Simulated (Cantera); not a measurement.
An isothermal, constant-pressure homogeneous reactor starts with C2H4 : H2 = 1 : 20 (molar parts), at 1825 K and 20.0 Torr.

Detailed kinetics in Cantera: GRI-Mech 3.0 (53 species, 325 reactions). GRI-Mech 3.0 was tuned for natural gas; its chemistry of ethylene as a main component is partial and can be far from experiment. GRI-Mech 3.0 stops at C3 and has no aromatics, soot or wall deposition, so with more carbon than oxygen in the feed, carbon stays in small species such as C2H2 where larger ones or solid carbon would form. Radical loss at walls, strong at low pressure, is not modelled.

Problem. Predict: x(C2H4) at 10.0 s; x(H2) at 10.0 s; x(CH2) at 10.0 s; x(CH4) at 10.0 s; x(H) at 10.0 s; x(CH3) at 10.0 s.

Solution. 
```
Item                                                  Result
-----------------  -----------------------------------------
x(C2H4) at 10.0 s    2.25e-5 (gas-phase equilibrium 2.25e-5)
x(H2) at 10.0 s          0.952 (gas-phase equilibrium 0.952)
x(CH2) at 10.0 s     4.18e-8 (gas-phase equilibrium 4.53e-8)
x(CH4) at 10.0 s   0.000233 (gas-phase equilibrium 0.000253)
x(H) at 10.0 s       0.00265 (gas-phase equilibrium 0.00265)
x(CH3) at 10.0 s     1.31e-5 (gas-phase equilibrium 1.42e-5)
```
